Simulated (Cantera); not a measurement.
A closed system holds: 1 mol CS₂, 4.4 mol H₂O, 1.4 mol H₂, at 3500 K and 975 Torr.

Cantera equilibrium calculation (NASA polynomials, part measured and part estimated; ideal gas, pure solids and liquids). Candidate condensed phases: C, C₆H₆, C₇H₈, C₈H₁₈, H₂O, H₂SO₄, S; 123 gas species. Equilibrium is a limit: real reactors are often held back by kinetics, nucleation or transport.

Base state: H 0.265, H₂ 0.262, H₂O 0.111, CO 0.0890, SO 0.0760, S 0.0611, OH 0.0516, O 0.0304 (mole fractions); condensed: gas only.

### Question
What changes in the equilibrium state with this change: CS₂ replaced by HF?

### Answer
```
species   before    after
-------  -------  -------
H          0.265    0.241
H₂O        0.111    0.221
H₂         0.262    0.216
HF             0    0.104
CO        0.0890        0
SO        0.0760        0
S         0.0611        0
SH        0.0189        0
SO₂       0.0173        0
O₂       0.00495   0.0289
O         0.0304   0.0735
OH        0.0516    0.113
S₂       0.00615        0
CO₂      0.00454        0
F              0  0.00156
H₂S      0.00135        0
```
